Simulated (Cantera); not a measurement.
# Transport properties of process gases

Gas mixture: 27.4 % N2, 36.9 % NO, 35.8 % N2O, at 0.200 bar, frozen composition.

Cantera's kinetic-theory transport with the Lennard-Jones parameters of GRI-Mech 3.0, ideal gas; thermal conductivity in the mixture-averaged form. The composition is frozen, though it would react at the higher temperatures.

```
T (K)  ρ (kg/m³)  cp (J/kg/K)  μ (µPa s)  λ (mW/m/K)     Pr  D (cm²/s) N2  D (cm²/s) C2H2  D (cm²/s) H2O
-----  ---------  -----------  ---------  ----------  -----  ------------  --------------  -------------
400        0.207        996.3       21.4        29.8  0.715          1.51            1.26           1.77
650        0.128         1094       30.8        46.8  0.720          3.49            2.99           4.42
900       0.0921         1173       38.6        62.5  0.725          6.05            5.23           7.94
1150      0.0721         1223       45.6        76.9  0.725          9.12            7.93           12.2
1400      0.0592         1259       52.0        90.3  0.724          12.7            11.0           17.1
1650      0.0503         1286       57.9         103  0.724          16.6            14.5           22.7
1900      0.0436         1307       63.5         115  0.724          21.0            18.4           28.8
2150      0.0386         1323       68.8         126  0.724          25.8            22.6           35.5
2400      0.0345         1334       73.9         136  0.724          31.0            27.1           42.7
```
D: mixture-averaged diffusion coefficient of that species in the mixture.
